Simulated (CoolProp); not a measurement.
Values from CoolProp's reference Helmholtz-energy equation of state, Lemmon 2013.

### Question
For propylene, give the phase and the isothermal compressibility (1/MPa), viscosity (µPa s) at 108.55 °C and 3500 kPa; 108.55 °C and 35000 kPa.

### Answer
- 108.55 °C and 3500 kPa: gas; isothermal compressibility 0.422, viscosity 13.4
- 108.55 °C and 35000 kPa: supercritical; isothermal compressibility 0.00462, viscosity 87.3

Viscosity comes from a separate model (Huber 2003), an estimate that may be off by 10 % or more.
